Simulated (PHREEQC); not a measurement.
Dissolve 0.27 mol/kgw MnSO4, 0.0031 mol/kgw KNO3 and 7e-05 mol/kgw ZnBr2 at 51 °C. Closed to the air; pH follows from the charge balance.

Model: ion-association model, phreeqc.dat, run in PHREEQC.

This is a speciation only: nothing precipitates in the calculation.

### Question
Estimate the pH, specific conductance.

### Answer
pH 5.99; specific conductance 25400 µS/cm.

### Question
In which forms is Mn present?

### Answer
MnSO4 58 %, Mn+2 42 % of the Mn.

Away from 25 °C the constants follow the database's enthalpies or fits; those with neither stay at their 25 °C values.
